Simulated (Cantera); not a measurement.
Cantera run:

```python
import numpy as np
import cantera as ct

gas_names = [...]  # 109 gases of nasa_gas.yaml made of C, Cl, H, Si
cond_names = """
    C(gr) C6H6(L) C7H8(L) C8H18(L),n-octa Si(cr) Si(L) SiC(b)
""".split()


# ... load() reads the species with a 1 bar reference pressure and builds the phases ...
atoms = {
    '(CH3)2SiCl2': {'C': 2, 'H': 6, 'Si': 1, 'CL': 2},
    'C2H4': {'C': 2, 'H': 4},
    'H2': {'H': 2},
}
top_T = {'C(gr)': 4500, 'SiC(b)': 3050}  # K; cautious upper limits of use, not melting points


# ... equilibrate(T, P, feed) seeds the gas with the atoms and calls Mixture.equilibrate('TP', solver="vcs", rtol=1e-11, max_steps=5000) ...
results = []
T = 1600  # K
P = 120  # Pa
for m in [1.1, 3.5, 12, 38, 130, 420, 1400]:
    feed = {'(CH3)2SiCl2': 1, 'C2H4': 0.046, 'H2': m}  # mol
    mix = equilibrate(T, P, feed)
    results.append((T, P, feed, dict(zip(mix.species_names, mix.species_moles))))

top = {s: max(r[3][s] / sum(r[3][g] for g in gas_names) for r in results) for s in gas_names}
cols = sorted((s for s in top if top[s] > 0.001), key=lambda s: -top[s])[:7]
seen = [c for c in cond_names if any(r[3].get(c, 0) > 1e-12 for r in results)]
print("log10 of partial pressures in bar; condensed amounts in mol")
print(f"{'n(H2)':>10s}" + "".join(f"{s[:9]:>10s}" for s in cols + seen))
for T, P, feed, n in results:
    ng = sum(n[g] for g in gas_names)
    print(f"{feed['H2']:10.4g}" + "".join(f"{np.log10(max(n[s] / ng * P / 1e5, 1e-99)):10.3f}" for s in cols)
          + "".join(f"{n.get(c, 0):10.4g}" for c in seen))
```

Result:

```
log10 of partial pressures in bar; condensed amounts in mol
     n(H2)        H2       HCL     SiCL2         H     C(gr)    SiC(b)
       1.1    -3.127    -3.355    -5.024    -5.828     1.134     0.958
       3.5    -3.052    -3.512    -5.413    -5.791     1.117    0.9751
        12    -2.979    -3.832    -6.126    -5.754     1.101    0.9898
        38    -2.943    -4.246    -6.991    -5.736     1.093    0.9963
       130    -2.928    -4.749    -8.010    -5.729     1.086    0.9988
       420    -2.924    -5.248    -9.014    -5.726     1.069    0.9992
      1400    -2.922    -5.768   -10.055    -5.726     1.014    0.9985
```

Cantera equilibrium calculation (NASA polynomials, part measured and part estimated; ideal gas, pure solids and liquids). The feed counts by its element totals alone. The tables' values for SiCl3 are old estimates; treat these amounts as uncertain.
